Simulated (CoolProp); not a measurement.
Vapour-liquid equilibrium of R113 (1) + n-hexane (2) at 0.0242 MPa; x and y are mole fractions of (1).

Model: multi-fluid Helmholtz-energy mixture model, Marx 1992 and Thol 2019; pair parameters Bell 2016, in CoolProp.

```
x     bubble temperature (°C)  y at the bubble point  dew temperature at overall composition x (°C)  liquid density (mol/L)
----  -----------------------  ---------------------  ---------------------------------------------  ----------------------
0.05                     27.0                  0.136                                           28.4                   7.607
0.15                     23.3                  0.334                                           26.7                   7.709
0.25                     20.5                  0.473                                           24.9                   7.806
0.35                     18.3                  0.576                                           23.0                   7.899
0.45                     16.5                  0.659                                           21.0                   7.991
0.55                     15.0                  0.729                                           18.9                   8.084
0.65                     13.7                  0.792                                           16.7                   8.178
0.75                     12.6                  0.851                                           14.6                   8.274
0.85                     11.6                  0.909                                           12.6                   8.373
0.95                     10.7                  0.969                                           11.0                   8.475
```

No azeotrope shows between x = 0.05 and 0.95.

Pair parameters are fitted to limited data, so mixtures are less certain than the pure fluids.
